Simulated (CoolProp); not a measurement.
Vapour-liquid equilibrium of CHF3 (R23) (1) + propylene (2) at 218.9 K; x and y are mole fractions of (1).

Computed with CoolProp (multi-fluid Helmholtz-energy mixture model, Penoncello 2003 and Lemmon 2013; pair parameters Bell 2016).

### Question
Give the bubble pressure and the first vapour's composition at x = 0.05, 0.2, 0.95. Is there an azeotrope?

### Answer
x = 0.05: 0.1293 MPa, y = 0.441; x = 0.2: 0.2442 MPa, y = 0.730; x = 0.95: 0.3976 MPa, y = 0.962. No azeotrope shows between x = 0.05 and 0.95.

The pair parameters rest on a limited set of measurements; away from them the model extrapolates. With so large a gap from Raoult's law the liquid may split in two, which this calculation doesn't test in full.
